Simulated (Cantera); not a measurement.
Charge: 1 mol MgO, 0.067 mol SO3, 0.1 mol O2, 1.2 mol SO2, at 1273 K and 0.990 bar.

Cantera equilibrium calculation (NASA polynomials, part measured and part estimated; ideal gas, pure solids and liquids). Candidate condensed phases: Mg, MgO, MgS, MgSO4, S; 14 gas species. Mutual solubility and eutectic melting of coexisting phases are not modelled. The numbers say what is thermodynamically allowed, not how fast it happens.

Base state: SO2 0.992, SO3 0.00605, O2 0.00173 (mole fractions); condensed: MgO(s) + MgSO4(s).

Q: What changes in the equilibrium state with this change: pressure from 0.990 bar to 10.0 mbar?

A: 
```csv
species,before,after
SO2,0.992,0.902
O2,0.00173,0.0935
SO3,0.00605,0.00407
"MgO(s), mol",0.743,1.00
"MgSO4(s), mol",0.257,0
```

Q: What changes in the equilibrium state with this change: temperature from 1273 K to 1825 K?

A: 
```
species         before    after
-------------  -------  -------
SO2              0.992    0.903
O2             0.00173   0.0941
SO3            0.00605  0.00266
O              4.49e-9  4.74e-5
SO             1.12e-7  7.72e-5
MgO(s), mol      0.743     1.00
MgSO4(s), mol    0.257        0
```
